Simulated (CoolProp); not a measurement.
Properties of R227EA along the isotherm 402.8 K.

The numbers come from the reference Helmholtz-energy equation of state, Lemmon 2016 in CoolProp.

```csv
p (MPa),phase,Z,Joule-Thomson coefficient (K/MPa),isothermal compressibility (1/MPa),expansivity (1/kK),Prandtl number
0.163,gas,0.9850,6.896,6.229,2.620,0.698
0.325,gas,0.9700,7.010,3.174,2.768,0.701
0.488,gas,0.9546,7.131,2.149,2.929,0.704
0.65,gas,0.9390,7.259,1.642,3.103,0.707
0.813,gas,0.9230,7.396,1.337,3.293,0.711
0.975,gas,0.9069,7.541,1.137,3.501,0.716
1.14,gas,0.8901,7.698,0.9927,3.734,0.722
1.3,gas,0.8735,7.860,0.8896,3.983,0.728
1.46,gas,0.8565,8.033,0.8106,4.261,0.735
```

Viscosity comes from a separate model (Huber 2003), an estimate that may be off by 10 % or more. Thermal conductivity comes from a separate model (Huber 2003), an estimate that may be off by 10 % or more.
